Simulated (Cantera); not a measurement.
Input (Python, Cantera) and output of one run.

```python
import numpy as np
import cantera as ct

gas_names = """
    H HO2 H2 H2O H2O2 O OH O2 O3 Pb PbO Pb2
""".split()
cond_names = """
    H2O(s) H2O(L) Pb(cr) Pb(L) PbO(rd) PbO(yw) PbO(L) PbO2(s) Pb3O4(s)
""".split()


# ... load() reads the species with a 1 bar reference pressure and builds the phases ...
atoms = {
    'PbO': {'Pb': 1, 'O': 1},
    'H2': {'H': 2},
}
top_T = {'Pb3O4(s)': 820}  # K; cautious upper limits of use, not melting points


# ... equilibrate(T, P, feed) seeds the gas with the atoms and calls Mixture.equilibrate('TP', solver="vcs", rtol=1e-11, max_steps=5000) ...
results = []
feed = {'PbO': 1, 'H2': 0.042}  # mol
T = 600  # K
P = 1000  # Pa
mix = equilibrate(T, P, feed)
results.append((T, P, feed, dict(zip(mix.species_names, mix.species_moles))))
x = sorted(zip(gas.X, gas.species_names), reverse=True)
print(f"T = {T:g} K  P = {P:g} Pa  gas = {mix.phase_moles(0):.4g} mol")
print("   x: " + "  ".join(f"{s} {v:.3e}" for v, s in x if v > 1e-06))
print("   condensed (mol): " + ("  ".join(f"{mix.phase(i).name} {mix.phase_moles(i):.4g}"
      for i in range(1, mix.n_phases) if mix.phase_moles(i) > 1e-12) or "none"))
```

It prints:

```
T = 600 K  P = 1000 Pa  gas = 0.042 mol
   x: H2O 1.000e+00  H2 1.838e-05
   condensed (mol): Pb(cr) 0.042  PbO(rd) 0.958
```

Equilibrium computed with Cantera from the NASA thermochemical tables; the gas is ideal and each condensed phase is pure.
